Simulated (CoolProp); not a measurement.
Computed with CoolProp (reference Helmholtz-energy equation of state, Lemmon and Jacobsen 2000).

Q: Give the vapour pressure (MPa), vapour density (kg/m³), enthalpy of vaporisation (kJ/kg), liquid cp (kJ/(kg K)) of saturated R143a at 232, 237.1, 252.4 K.

A: 
```tsv
T (K)	p (MPa)	vapour density (kg/m³)	enthalpy of vaporisation (kJ/kg)	liquid cp (kJ/(kg K))
232	0.134	6.21	222	1.34
237.1	0.167	7.66	219	1.36
252.4	0.307	13.7	207	1.41
```
